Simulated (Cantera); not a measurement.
Input: 1 mol Si, 2.8 mol Cl₂, 26 mol H₂, 0.27 mol NH₃, equilibrated at 75.0 Torr.

Equilibrium computed with Cantera from the NASA thermochemical tables; the gas is ideal and each condensed phase is pure. Candidate condensed phases: NH₄Cl, Si, Si₃N₄; 28 gas species. The tables' values for SiCl₃ are old estimates; treat these amounts as uncertain. Equilibrium is a limit: real reactors are often held back by kinetics, nucleation or transport.

x: gas mole fraction; n: condensed amount in mol.

```json
[
 {"T (K)": "798", "x H₂": "0.887", "x HCl": "0.0849", "x SiCl₄": "0.0279", "x SiCl₂": "1.33e-9", "x SiHCl₃": "0.000256", "x SiCl₃": "5.72e-7", "x N₂": "2.91e-5", "n Si₃N₄(s)": "0.0671"},
 {"T (K)": "873", "x H₂": "0.887", "x HCl": "0.0854", "x SiCl₄": "0.0275", "x SiCl₂": "6.43e-8", "x SiHCl₃": "0.000611", "x SiCl₃": "5.48e-6", "x N₂": "1.55e-5", "n Si₃N₄(s)": "0.0673"},
 {"T (K)": "948", "x H₂": "0.886", "x HCl": "0.0861", "x SiCl₄": "0.0268", "x SiCl₂": "1.62e-6", "x SiHCl₃": "0.00124", "x SiCl₃": "3.58e-5", "x N₂": "9.68e-6", "n Si₃N₄(s)": "0.0674"},
 {"T (K)": "1023", "x H₂": "0.885", "x HCl": "0.0872", "x SiCl₄": "0.0257", "x SiCl₂": "2.43e-5", "x SiHCl₃": "0.00220", "x SiCl₃": "0.000172", "x N₂": "7.06e-6", "n Si₃N₄(s)": "0.0674"},
 {"T (K)": "1098", "x H₂": "0.883", "x HCl": "0.0894", "x SiCl₄": "0.0237", "x SiCl₂": "0.000234", "x SiHCl₃": "0.00341", "x SiCl₃": "0.000628", "x N₂": "6.22e-6", "n Si₃N₄(s)": "0.0674"},
 {"T (K)": "1173", "x H₂": "0.878", "x HCl": "0.0939", "x SiCl₄": "…", "x SiCl₂": "…", "x SiHCl₃": "0.00443", "x SiCl₃": "0.00172", "x N₂": "…", "n Si₃N₄(s)": "0.0674"},
 {"T (K)": "1248", "x H₂": "0.869", "x HCl": "0.103", "x SiCl₄": "0.0147", "x SiCl₂": "0.00532", "x SiHCl₃": "0.00438", "x SiCl₃": "0.00330", "x N₂": "1.64e-5", "n Si₃N₄(s)": "0.0673"},
 {"T (K)": "1323", "x H₂": "0.857", "x HCl": "0.115", "x SiCl₄": "…", "x SiCl₂": "…", "x SiHCl₃": "…", "x SiCl₃": "0.00425", "x N₂": "…", "n Si₃N₄(s)": "0.0666"},
 {"T (K)": "1398", "x H₂": "0.848", "x HCl": "0.124", "x SiCl₄": "0.00365", "x SiCl₂": "0.0184", "x SiHCl₃": "0.00175", "x SiCl₃": "0.00397", "x N₂": "0.000273", "n Si₃N₄(s)": "0.0635"},
 {"T (K)": "1473", "x H₂": "0.842", "x HCl": "0.127", "x SiCl₄": "0.00138", "x SiCl₂": "0.0237", "x SiHCl₃": "0.000857", "x SiCl₃": "0.00309", "x N₂": "0.00113", "n Si₃N₄(s)": "0.0510"}
]
```

What belongs in the gaps?


- 1173, x SiCl₄: 0.0203
- 1173, x SiCl₂: 0.00144
- 1173, x N₂: 7.63e-6
- 1323, x SiCl₄: 0.00832
- 1323, x SiCl₂: 0.0119
- 1323, x SiHCl₃: 0.00315
- 1323, x N₂: 6.01e-5
